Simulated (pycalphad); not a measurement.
# Effect of Si content in Al-Si

Source of the numbers: pycalphad with the COST 507 light-alloy database (1999); pressure 1 atm. The data set is of 1999 and partly superseded. Phase fractions are per mole of atoms.

| alloy | liquidus (°C) | first solid | solidus (°C) | phases at 302 °C |
|---|---|---|---|---|
| Al-0.1249Si (wt.%) | 660 | FCC_A1 | 653 | FCC_A1 1.00, DIAMOND_A4 under 0.01 |
| Al-0.1873Si (wt.%) | 659 | FCC_A1 | 650 | FCC_A1 1.00, DIAMOND_A4 under 0.01 |
| Al-0.2498Si (wt.%) | 659 | FCC_A1 | 646 | FCC_A1 1.00, DIAMOND_A4 under 0.01 |
| Al-0.3747Si (wt.%) | 658 | FCC_A1 | 639 | FCC_A1 1.00, DIAMOND_A4 under 0.01 |
| Al-0.4995Si (wt.%) | ? | FCC_A1 | ? | FCC_A1 1.00, DIAMOND_A4 under 0.01 |

### Question
What belongs in the gaps?

### Answer

- Al-0.4995Si (wt.%), liquidus (°C): 657
- Al-0.4995Si (wt.%), solidus (°C): 632

FCC_A1 is fcc; DIAMOND_A4 is diamond (Si).
